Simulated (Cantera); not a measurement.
Input: 1 mol AlCl₃, 320 mol NH₃, 31 mol H₂, at 1.33 mbar.

Equilibrium computed with Cantera from the NASA thermochemical tables; the gas is ideal and each condensed phase is pure. Candidate condensed phases: Al, AlCl₃, AlN, NH₄Cl; 20 gas species. The tables' values for AlCl₂ are old estimates; treat these amounts as uncertain. The numbers say what is thermodynamically allowed, not how fast it happens.

x: gas mole fraction; n: condensed amount in mol.

```tsv
T (°C)	x H₂	x N₂	x H	x HCl	x AlCl	x Al	n AlN(s)
877	0.758	0.237	1.78e-6	0.00445	1.01e-6	<1e-12	0.997
952	0.758	0.237	7.43e-6	0.00444	9.58e-6	2.65e-11	0.990
1027	0.758	0.237	2.64e-5	0.00437	6.91e-5	9.93e-10	0.948
1102	0.758	0.237	8.17e-5	0.00406	0.000375	2.50e-8	0.739
1177	0.758	0.238	0.000225	0.00305	0.00137	4.47e-7	0.0653
1252	0.757	0.238	___	0.00296	0.00147	___	0
1327	0.757	0.238	0.00130	0.00296	0.00147	4.67e-6	0
1402	0.755	0.237	0.00276	0.00297	0.00147	1.22e-5	0
1477	0.753	0.237	___	0.00297	0.00145	___	0
1552	0.749	0.236	0.0104	0.00299	0.00141	6.41e-5	0
```

### Question
Some entries are withheld; supply them.

### Answer

- 1252, x H: 0.000564
- 1252, x Al: 1.61e-6
- 1477, x H: 0.00553
- 1477, x Al: 2.93e-5
